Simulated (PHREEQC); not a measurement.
Make-up at 30 °C: 4 mol/kgw MgCl2, 0.097 mol/kgw Na2B4O7 and 0.00075 mol/kgw H4SiO4. Closed to the air; pH follows from the charge balance.

The numbers come from PHREEQC with the Pitzer model, pitzer.dat.

Each row changes one thing in this solution. Precipitation was switched off in this run.

| case | pH | H4SiO4 (mol/kgw) | MgOH+ (mol/kgw) | H3SiO4- (mol/kgw) | SI of SiO2(a) (SiO2) | SI of Bischofite (MgCl2:6H2O) |
|---|---|---|---|---|---|---|
| as made | 5.82 | 0.000727 | 0.000381 | 2.30e-5 | +0.78 | -1.38 |
| diluted 2-fold with water | 7.17 | 0.000349 | 0.000147 | 2.64e-5 | -0.29 | -3.45 |
| H4SiO4 replaced by Na2SiO3 at the same molality | 5.84 | 0.000726 | 0.000394 | 2.37e-5 | +0.78 | -1.38 |
| temperature from 30 to 35 °C | 5.87 | 0.000721 | 0.000568 | 2.93e-5 | +0.73 | -1.39 |
| Na2B4O7 left out | 3.74 | 0.000750 | 3.18e-6 | 1.99e-7 | +0.79 | -1.36 |

Species that the database lacks are ignored. Some of these states are supersaturated (in SiO2(a), for instance). In brines, pH and single-ion activities rest on the MacInnes convention.
